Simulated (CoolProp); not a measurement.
Aqueous ammonia as a coolant, at -1 °C, 1 atm.

Model: Melinder's fits for secondary coolants, in CoolProp.

| mass % | freezing point (°C) | cp (kJ/(kg K)) | conductivity (W/(m K)) | Prandtl number | density (kg/m³) |
|---|---|---|---|---|---|
| 4.9 | -5.9 | 4.215 | 0.523 | 16.2 | 980.7 |
| 6.8 | -8.6 | 4.216 | 0.513 | 16.6 | 973.7 |
| 8.6 | -11.3 | 4.218 | 0.503 | 17.0 | 967.4 |
| 10.4 | -14.3 | 4.220 | 0.493 | 17.7 | 961.3 |
| 12.3 | -17.7 | 4.223 | 0.482 | 18.5 | 955.1 |
| 14.1 | -21.3 | 4.225 | 0.472 | 19.4 | 949.5 |
| 16 | -25.6 | 4.227 | 0.462 | 20.4 | 943.7 |
| 17.8 | -30.1 | 4.230 | 0.453 | 21.3 | 938.4 |
| 19.6 | -35.2 | 4.232 | 0.444 | 22.1 | 933.2 |
| 21.5 | -41.4 | 4.235 | 0.437 | 22.6 | 927.8 |
| 23.3 | -48.2 | 4.238 | 0.430 | 22.9 | 922.8 |
| 25.2 | -56.4 | 4.242 | 0.424 | 23.0 | 917.6 |
